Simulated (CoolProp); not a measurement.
Values from CoolProp's reference Helmholtz-energy equation of state, Gao 2020.

Q: Give the vapour pressure (bar), liquid cp (kJ/(kg K)), liquid viscosity (µPa s) of saturated ammonia at 298 K.

A: 
| T (K) | p (bar) | liquid cp (kJ/(kg K)) | liquid viscosity (µPa s) |
|---|---|---|---|
| 298 | 9.98 | 4.78 | 132 |

Viscosity comes from a separate model (Fenghour 1995).
